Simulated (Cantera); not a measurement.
What does this Cantera script print?

```python
import numpy as np
import cantera as ct

gas_names = [...]  # 87 gases of nasa_gas.yaml made of C, H, Si
cond_names = """
    C(gr) C6H6(L) C7H8(L) C8H18(L),n-octa Si(cr) Si(L) SiC(b)
""".split()


# ... load() reads the species with a 1 bar reference pressure and builds the phases ...
atoms = {
    'CH3SiH3': {'C': 1, 'H': 6, 'Si': 1},
    'H2': {'H': 2},
}
top_T = {'C(gr)': 4500, 'SiC(b)': 3050}  # K; cautious upper limits of use, not melting points


# ... equilibrate(T, P, feed) seeds the gas with the atoms and calls Mixture.equilibrate('TP', solver="vcs", rtol=1e-11, max_steps=5000) ...
results = []
feed = {'CH3SiH3': 1, 'H2': 45}  # mol
P = 13332.2  # Pa
for T in [1175, 1225, 1275, 1325, 1375, 1425, 1475, 1525, 1575, 1625]:
    mix = equilibrate(T, P, feed)
    results.append((T, P, feed, dict(zip(mix.species_names, mix.species_moles))))

top = {s: max(r[3][s] / sum(r[3][g] for g in gas_names) for r in results) for s in gas_names}
cols = sorted((s for s in top if top[s] > 0.001), key=lambda s: -top[s])[:7]
seen = [c for c in cond_names if any(r[3].get(c, 0) > 1e-12 for r in results)]
print("log10 of partial pressures in bar; condensed amounts in mol")
print(f"{'T/K':>10s}" + "".join(f"{s[:9]:>10s}" for s in cols + seen))
for T, P, feed, n in results:
    ng = sum(n[g] for g in gas_names)
    print(f"{T:10.4g}" + "".join(f"{np.log10(max(n[s] / ng * P / 1e5, 1e-99)):10.3f}" for s in cols)
          + "".join(f"{n.get(c, 0):10.4g}" for c in seen))
```

It prints:

```
log10 of partial pressures in bar; condensed amounts in mol
       T/K        H2    Si(cr)    SiC(b)
      1175    -0.875 0.0001725    0.9998
      1225    -0.875 0.0001592    0.9998
      1275    -0.875 0.0001466    0.9998
      1325    -0.875 0.0001336    0.9999
      1375    -0.875 0.0001178    0.9999
      1425    -0.875 9.556e-05    0.9999
      1475    -0.875 5.971e-05    0.9999
      1525    -0.875         0    0.9999
      1575    -0.875         0    0.9998
      1625    -0.875         0    0.9998
```

Method: chemical equilibrium by Gibbs-energy minimisation in Cantera with the NASA 1993 tables (ideal gas, pure condensed phases). The feed counts by its element totals alone. Mutual solubility and eutectic melting of coexisting phases are not modelled.
